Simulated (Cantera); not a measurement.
A perfectly stirred reactor is fed with CH4 : O2 : N2 = 1 : 1.33 : 12.8 (molar parts), at 760 Torr; it is adiabatic with a 325 K inlet, and is followed from long to short residence time, starting on the burning branch (τ in s: 0.48, 0.22, 0.096, 0.043, 0.019, 0.0087, 0.0039, 0.0017, 0.00078, 0.00035, 0.00016, 7e-05, 3.1e-05).

Detailed kinetics in Cantera: GRI-Mech 3.0 (53 species, 325 reactions).

Problem. What does this change do: O2 1.33 to 2.1 parts?

Solution. 
| quantity | before | after |
|---|---|---|
| state | not burning at any residence time tried | not reached |
| x(CH4) at τ = 0.480 s | 0.0661 | 4.71e-6 |
| x(O2) at τ = 0.480 s | 0.0879 | 0.00676 |
| x(H) at τ = 0.480 s | <1e-12 | 4.24e-5 |
| x(CH2CO) at τ = 0.480 s | <1e-12 | 1.29e-9 |
| x(HCO) at τ = 0.480 s | <1e-12 | 7.43e-9 |
| x(CH4) at τ = 3.90 ms | 0.0661 | 0.000117 |
| x(O2) at τ = 3.90 ms | 0.0879 | 0.0119 |
| x(H) at τ = 3.90 ms | <1e-12 | 0.00146 |
| x(CH2CO) at τ = 3.90 ms | <1e-12 | 6.82e-8 |
| x(HCO) at τ = 3.90 ms | <1e-12 | 9.11e-7 |
| blow-out, bracketed by the residence times tried | not reached | burning at 0.780 ms, out at 0.350 ms |

Problem. What does this change do: pressure from 760 Torr to 5400 Torr?

Solution. 
```tsv
quantity	before	after
state	not burning at any residence time tried	not reached
x(CH4) at τ = 0.480 s	0.0661	0.0134
x(O2) at τ = 0.480 s	0.0879	0.00465
x(H) at τ = 0.480 s	<1e-12	4.91e-7
x(CH2CO) at τ = 0.480 s	<1e-12	9.98e-5
x(HCO) at τ = 0.480 s	<1e-12	3.86e-9
x(CH4) at τ = 3.90 ms	0.0661	0.0661
x(O2) at τ = 3.90 ms	0.0879	0.0879
x(H) at τ = 3.90 ms	<1e-12	<1e-12
x(CH2CO) at τ = 3.90 ms	<1e-12	<1e-12
x(HCO) at τ = 3.90 ms	<1e-12	<1e-12
blow-out, bracketed by the residence times tried	not reached	burning at 96.0 ms, out at 43.0 ms
```

Problem. What does this change do: inlet temperature 325 to 725 K?

Solution. 
| quantity | before | after |
|---|---|---|
| state | not burning at any residence time tried | not reached |
| x(CH4) at τ = 0.480 s | 0.0661 | 0.00457 |
| x(O2) at τ = 0.480 s | 0.0879 | 0.000954 |
| x(H) at τ = 0.480 s | <1e-12 | 2.49e-5 |
| x(CH2CO) at τ = 0.480 s | <1e-12 | 3.06e-5 |
| x(HCO) at τ = 0.480 s | <1e-12 | 5.36e-9 |
| x(CH4) at τ = 3.90 ms | 0.0661 | 0.0661 |
| x(O2) at τ = 3.90 ms | 0.0879 | 0.0879 |
| x(H) at τ = 3.90 ms | <1e-12 | <1e-12 |
| x(CH2CO) at τ = 3.90 ms | <1e-12 | <1e-12 |
| x(HCO) at τ = 3.90 ms | <1e-12 | <1e-12 |
| blow-out, bracketed by the residence times tried | not reached | burning at 19.0 ms, out at 8.70 ms |
